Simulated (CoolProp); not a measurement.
A closed Brayton cycle with dry air: compressor inlet 312.15 K and 1.5 MPa, high pressure 3.56 MPa, turbine inlet 705 K, compressor efficiency 0.89, turbine efficiency 0.9, recuperator effectiveness 0.9 (on enthalpy, no pinch check). Each further row changes one setting.

Computed with CoolProp (reference Helmholtz-energy equation of state, Lemmon 2000). It is a pseudo-pure fit of the blend.

```csv
case,thermal efficiency (%),net work (kJ/kg),compressor to turbine work,compressor exit (K),turbine exit (K)
as stated,26.6,42.6,0.70,410.7,572.3
turbine inlet 655 K,22.2,32.4,0.75,410.7,530.5
compressor inlet 322.15 K,24.8,39.4,0.72,423.7,572.3
high pressure 3.03 MPa,27.8,39.1,0.67,390.5,595.0
recuperator effectiveness 0.5,18.8,42.6,0.70,410.7,572.3
```
